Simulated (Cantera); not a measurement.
A Cantera script and what it prints.

```python
import numpy as np
import cantera as ct

gas_names = """
    CL CL2 H HCL H2 N NH NH2 NH3 N2 N2H2 N2H4 Si SiCL SiCL2 SiCL3 SiCL4 SiH SiHCL3 SiH2 SiH2CL2 SiH3
    SiH3CL SiH4 SiN Si2 Si2N Si3
""".split()
cond_names = """
    NH4CL(a) NH4CL(b) Si(cr) Si(L) Si3N4(a)
""".split()


def load(file, names, dense=False):
    # The tables refer to 1 bar. Condensed volumes are neglected.
    table = {s.name: s for s in ct.Species.list_from_file(file)}
    out = []
    for n in names:
        d = dict(table[n].input_data)
        d["thermo"] = dict(d["thermo"], **{"reference-pressure": 1e5})
        if dense:
            d["equation-of-state"] = {"model": "constant-volume", "density": "1e6 g/cm^3"}
        out.append(ct.Species.from_dict(d))
    return out


gas = ct.Solution(thermo="ideal-gas", species=load("nasa_gas.yaml", gas_names))
cond = {s.name: ct.Solution(thermo="fixed-stoichiometry", species=[s], name=s.name)
        for s in load("nasa_condensed.yaml", cond_names, dense=True)}
atoms = {
    'SiH2Cl2': {'Si': 1, 'H': 2, 'CL': 2},
    'HCl': {'H': 1, 'CL': 1},
    'N2': {'N': 2},
}
top_T = {'Si3N4(a)': 2400}  # K; cautious upper limits of use, not melting points


def equilibrate(T, P, feed):
    n = {}
    for name, mol in feed.items():
        for a, k in atoms[name].items():
            n[a] = n.get(a, 0.0) + k * mol
    gas.TPX = T, P, n
    mass = sum(n.values()) * gas.mean_molecular_weight
    gas.equilibrate("TP")
    valid = [c for c in cond.values() if c.min_temp <= T <= top_T.get(c.name, c.max_temp)]
    mix = ct.Mixture([(gas, mass / gas.mean_molecular_weight)] + [(c, 0.0) for c in valid])
    mix.T, mix.P = T, P
    mix.equilibrate("TP", solver="vcs", rtol=1e-11, max_steps=5000)
    return mix


results = []
T = 1525  # K
P = 100000  # Pa
for m in [16, 20, 25, 30, 38, 47, 58, 72, 89]:
    feed = {'SiH2Cl2': 1, 'HCl': 0.056, 'N2': m}  # mol
    mix = equilibrate(T, P, feed)
    results.append((T, P, feed, dict(zip(mix.species_names, mix.species_moles))))

top = {s: max(r[3][s] / sum(r[3][g] for g in gas_names) for r in results) for s in gas_names}
cols = sorted((s for s in top if top[s] > 0.001), key=lambda s: -top[s])[:8]
seen = [c for c in cond_names if any(r[3].get(c, 0) > 1e-12 for r in results)]
print("log10 of partial pressures in bar; condensed amounts in mol")
print(f"{'n(N2)':>10s}" + "".join(f"{s[:9]:>10s}" for s in cols + seen))
for T, P, feed, n in results:
    ng = sum(n[g] for g in gas_names)
    print(f"{feed['N2']:10.4g}" + "".join(f"{np.log10(max(n[s] / ng * P / 1e5, 1e-99)):10.3f}" for s in cols)
          + "".join(f"{n.get(c, 0):10.4g}" for c in seen))
```

Result:

```
log10 of partial pressures in bar; condensed amounts in mol
     n(N2)        N2       HCL        H2     SiCL4     SiCL3     SiCL2  Si3N4(a)
        16    -0.050    -1.111    -1.692    -2.126    -2.662    -2.724    0.2652
        20    -0.041    -1.192    -1.799    -2.243    -2.751    -2.786    0.2672
        25    -0.033    -1.275    -1.908    -2.363    -2.842    -2.848    0.2691
        30    -0.028    -1.344    -1.997    -2.462    -2.918    -2.900    0.2705
        38    -0.022    -1.434    -2.115    -2.594    -3.017    -2.968    0.2723
        47    -0.018    -1.517    -2.221    -2.714    -3.108    -3.029    0.2738
        58    -0.014    -1.599    -2.326    -2.835    -3.199    -3.091    0.2752
        72    -0.012    -1.685    -2.435    -2.962    -3.295    -3.155    0.2765
        89    -0.010    -1.770    -2.542    -3.088    -3.390    -3.219    0.2777
```

Equilibrium computed with Cantera from the NASA thermochemical tables; the gas is ideal and each condensed phase is pure. The tables' values for SiCl3 are old estimates; treat these amounts as uncertain.
